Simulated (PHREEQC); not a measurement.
PHREEQC input (Pitzer model, pitzer.dat):

```
SOLUTION 1
  temp 25
  units mol/kgw
  pH 7 charge
  S(6) 0.045
  Na 0.568
  C(4) 0.069
  Cl 0.34
END
USE solution 1
INCREMENTAL_REACTIONS false
REACTION 1
  H2O -1
  0 9.886 18.011 24.689 30.178 34.689 38.397 41.444
  43.949 46.007 47.699 49.089 50.232 51.172 51.944 52.578
  53.1 53.528 53.88 54.17 54.408 54.603 54.764 54.896 moles
EQUILIBRIUM_PHASES 1
  Burkeite 0 0
  Halite 0 0
  Mirabilite 0 0
  Nahcolite 0 0
  Natron 0 0
  Thenardite 0 0
  Trona 0 0
SELECTED_OUTPUT 1
  -reset false
  -pH true
  -pe true
  -ionic_strength true
  -water true
  -activities H2O
  -totals C Cl Na S
  -molalities H+ Na+ Cl- CO3-2 SO4-2 OH- HCO3- CO2 HSO4-
  -equilibrium_phases Burkeite Halite Mirabilite Nahcolite Natron Thenardite Trona
PRINT
  -reset false
END
```

Selected output (columns that matter, 19 of 24 rows; water left (kg) added in front):

```
water left (kg)	pH	mu	C	Cl	Na	S	m_H+	m_Na+	m_Cl-	m_CO3-2	la_H2O	Burkeite	Halite	Natron
1	11.138	0.67978	0.069	0.34	0.568	0.045	1.1034e-11	0.568	0.34	0.066779	-0.006897	0	0	0
0.821899	11.159	0.8274	0.083952	0.41368	0.69108	0.054751	1.0518e-11	0.69108	0.41368	0.081567	-0.0083638	0	0	0
0.555216	11.2	1.2256	0.12428	0.61237	1.023	0.08105	9.417e-12	1.023	0.61237	0.12155	-0.012341	0	0	0
0.456329	11.22	1.4916	0.15121	0.74508	1.2447	0.098613	8.8037e-12	1.2447	0.74508	0.14832	-0.01503	0	0	0
0.375062	11.238	1.8153	0.18397	0.90652	1.5144	0.11998	8.1282e-12	1.5144	0.90652	0.18091	-0.018356	0	0	0
0.308262	11.256	2.2092	0.22384	1.103	1.8426	0.14598	7.3762e-12	1.8426	1.103	0.22062	-0.022506	0	0	0
0.208242	11.291	3.2715	0.33135	1.6327	2.7276	0.2161	5.6169e-12	2.7276	1.6327	0.32783	-0.034426	0	0	0
0.171167	11.31	3.9808	0.40312	1.9864	3.3184	0.2629	4.6273e-12	3.3184	1.9864	0.39947	-0.043109	0	0	0
0.140685	11.331	4.8439	0.49046	2.4167	4.0374	0.31986	3.6071e-12	4.0374	2.4167	0.48667	-0.054595	0	0	0
0.0950533	11.385	7.1708	0.72591	3.5769	5.9756	0.47342	1.7258e-12	5.9756	3.5769	0.72183	-0.091422	0	0	0
0.0781193	11.42	8.726	0.88326	4.3523	7.2709	0.57604	1.0057e-12	7.2709	4.3523	0.879	-0.12149	0	0	0
0.0642119	11.428	9.1251	0.9598	4.8362	7.6984	0.47127	7.9752e-13	7.6984	4.8362	0.95548	-0.13577	0.0073694	0.029456	0
0.0527904	11.471	9.3178	1.0957	4.7461	7.7969	0.42972	7.6053e-13	7.7969	4.7461	1.0911	-0.13675	0.011157	0.089454	0
0.0356762	11.577	9.9228	1.4754	4.4697	8.1086	0.34404	6.8439e-13	8.1086	4.4697	1.4701	-0.13984	0.016363	0.18054	0
0.0293349	11.64	10.374	1.7359	4.2679	8.3428	0.30154	6.4575e-13	8.3428	4.2679	1.7302	-0.14221	0.018077	0.2148	0
0.0241106	11.711	10.961	2.0587	4.0108	8.6483	0.26011	6.0637e-13	8.6483	4.0108	2.0525	-0.14537	0.019364	0.2433	0
0.0198231	11.79	11.712	2.456	3.6893	9.042	0.22041	5.6557e-13	9.042	3.6893	2.4493	-0.14957	0.020315	0.26687	0
0.0107096	11.89	12.839	3.0305	3.2243	9.639	0.17682	5.145e-13	9.639	3.2243	3.0232	-0.15623	0.021553	0.30547	0.014991
0.00565066	11.89	12.839	3.0305	3.2243	9.639	0.17682	5.145e-13	9.639	3.2243	3.0232	-0.15623	0.022	0.32178	0.029875
```
